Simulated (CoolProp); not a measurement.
Saturated liquid density (kg/m³) of 1,2-dichloroethane: the reference equation beside estimates from Tc = 561.6 K, pc = 52.26 bar, ω = 0.269. Rackett uses Z = 0.29056 − 0.08775 ω.

Model: reference Helmholtz-energy equation of state, Thol 2015, in CoolProp.

```tsv
T (K)	reference	Rackett	Redlich-Kwong
395.6	(withheld)	1054	912.2
401.2	1081	1044	902.2
406.9	1071	1034	891.9
412.6	(withheld)	1024	881.3
418.2	1050	1014	870.6
423.9	1039	1004	(withheld)
429.6	1028	993.3	848.2
435.3	1017	982.5	836.5
440.9	(withheld)	971.6	824.8
446.6	993.8	960.3	(withheld)
```

Task: Some entries are withheld; supply them.

Result: 
- 395.6, reference: 1091
- 412.6, reference: 1061
- 423.9, Redlich-Kwong: 859.6
- 440.9, reference: 1006
- 446.6, Redlich-Kwong: 812.5

Absolute difference from the reference over all 10 rows, mean and median: Rackett 3.4 and 3.4 %, Redlich-Kwong 17.2 and 17.2 %.
